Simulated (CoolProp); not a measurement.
Saturation properties of CH3F (R41).

Model: reference Helmholtz-energy equation of state, Lemmon 2006, in CoolProp. It is a short technical equation, of lower accuracy than the large ones.

```json
[
 {"T (°C)": "-59.35", "p (kPa)": "260.6", "liquid density (kg/m³)": "840.0", "vapour density (kg/m³)": "5.401", "liquid cp (kJ/(kg K))": "2.114"},
 {"T (°C)": "-54.05", "p (kPa)": "328.4", "liquid density (kg/m³)": "827.9", "vapour density (kg/m³)": "6.729", "liquid cp (kJ/(kg K))": "2.132"},
 {"T (°C)": "-48.85", "p (kPa)": "407.4", "liquid density (kg/m³)": "?", "vapour density (kg/m³)": "8.269", "liquid cp (kJ/(kg K))": "2.152"},
 {"T (°C)": "-43.55", "p (kPa)": "502.1", "liquid density (kg/m³)": "803.1", "vapour density (kg/m³)": "10.11", "liquid cp (kJ/(kg K))": "2.177"},
 {"T (°C)": "-38.25", "p (kPa)": "612.7", "liquid density (kg/m³)": "789.9", "vapour density (kg/m³)": "12.27", "liquid cp (kJ/(kg K))": "2.205"},
 {"T (°C)": "-33.05", "p (kPa)": "738.2", "liquid density (kg/m³)": "776.7", "vapour density (kg/m³)": "?", "liquid cp (kJ/(kg K))": "2.238"},
 {"T (°C)": "-27.75", "p (kPa)": "?", "liquid density (kg/m³)": "762.6", "vapour density (kg/m³)": "17.66", "liquid cp (kJ/(kg K))": "2.277"},
 {"T (°C)": "-22.55", "p (kPa)": "1049", "liquid density (kg/m³)": "748.4", "vapour density (kg/m³)": "20.98", "liquid cp (kJ/(kg K))": "2.321"},
 {"T (°C)": "-17.25", "p (kPa)": "1240", "liquid density (kg/m³)": "733.3", "vapour density (kg/m³)": "24.89", "liquid cp (kJ/(kg K))": "2.374"},
 {"T (°C)": "-11.95", "p (kPa)": "1454", "liquid density (kg/m³)": "717.5", "vapour density (kg/m³)": "29.43", "liquid cp (kJ/(kg K))": "?"},
 {"T (°C)": "-6.75", "p (kPa)": "1691", "liquid density (kg/m³)": "701.2", "vapour density (kg/m³)": "34.60", "liquid cp (kJ/(kg K))": "2.510"},
 {"T (°C)": "-1.45", "p (kPa)": "1961", "liquid density (kg/m³)": "683.7", "vapour density (kg/m³)": "40.73", "liquid cp (kJ/(kg K))": "2.602"},
 {"T (°C)": "3.85", "p (kPa)": "2262", "liquid density (kg/m³)": "665.2", "vapour density (kg/m³)": "47.91", "liquid cp (kJ/(kg K))": "2.715"}
]
```

### Question
Some entries are withheld; supply them.

### Answer

- -48.85, liquid density (kg/m³): 815.8
- -33.05, vapour density (kg/m³): 14.74
- -27.75, p (kPa): 885.0
- -11.95, liquid cp (kJ/(kg K)): 2.437

It boils at -78.4 °C under 1 atm.
